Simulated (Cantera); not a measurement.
A closed system holds: 1 mol Nb, 2.4 mol O₂, 5.4 mol N₂, 0.12 mol H₂O, held at 1325 K and 1.00 Torr.

Equilibrium computed with Cantera from the NASA thermochemical tables; the gas is ideal and each condensed phase is pure. Candidate condensed phases: H₂O, Nb, NbO, NbO₂, Nb₂O₅; 27 gas species. Condensed phases not in the tables: the oxides between NbO₂ and Nb₂O₅. Equilibrium is a limit: real reactors are often held back by kinetics, nucleation or transport.

Base state: N₂ 0.809, O₂ 0.172, H₂O 0.0180, NO 0.000426, OH 2.94e-5 (mole fractions); condensed: Nb₂O₅(s).

What changes in the equilibrium state with this change: temperature from 1325 K to 2598.15 K?


```json
[
 {"species": "N₂", "before": "0.809", "after": "0.606"},
 {"species": "O", "before": "3.13e-6", "after": "0.169"},
 {"species": "NbO₂", "before": "<1e-9", "after": "0.113"},
 {"species": "H", "before": "1.79e-8", "after": "0.0207"},
 {"species": "H₂O", "before": "0.0180", "after": "0.000408"},
 {"species": "NO", "before": "0.000426", "after": "0.0139"},
 {"species": "O₂", "before": "0.172", "after": "0.0716"},
 {"species": "NbO", "before": "<1e-9", "after": "0.000363"},
 {"species": "N", "before": "<1e-9", "after": "1.49e-5"},
 {"species": "H₂", "before": "1.59e-7", "after": "0.000392"},
 {"species": "Nb₂O₅(s), mol", "before": "0.500", "after": "0"}
]
```

What changes in the equilibrium state with this change: temperature from 1325 K to 2123.15 K?


```
species         before     after
-------------  -------  --------
N₂               0.809     0.793
O₂               0.172     0.156
O              3.13e-6    0.0177
H₂O             0.0180    0.0128
NbO₂             <1e-9   0.00186
H              1.79e-8   0.00243
H₂             1.59e-7  0.000613
Nb₂O₅(s), mol    0.500         0
Nb₂O₅(l), mol        0     0.494
```
